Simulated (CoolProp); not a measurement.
Vapour-liquid equilibrium of hydrogen chloride (1) + ethane (2) at 248.8 K; x and y are mole fractions of (1).

Values from CoolProp's multi-fluid Helmholtz-energy mixture model, Thol 2018 and Bücker 2006; pair parameters Bell 2016.

```tsv
x	bubble pressure (bar)	y at the bubble point	dew pressure at overall composition x (bar)	liquid density (mol/L)
0.05	13.52	0.100	13.04	15.25
0.125	14.66	0.213	13.77	15.71
0.2	15.52	0.298	14.53	16.22
0.275	16.14	0.366	15.29	16.80
0.35	16.56	0.422	16.00	17.44
0.425	16.82	0.471	16.58	18.18
0.5	16.95	0.515	16.92	19.01
0.575	16.94	0.557	16.90	19.94
0.65	16.81	0.600	16.51	21.00
0.725	16.53	0.647	15.84	22.19
0.8	16.06	0.703	15.05	23.52
0.875	15.29	0.778	14.23	25.00
0.95	14.09	0.888	13.43	26.65
```

y crosses x between x = 0.5 and 0.575: the model has an azeotrope there.

Pair parameters are fitted to limited data, so mixtures are less certain than the pure fluids.
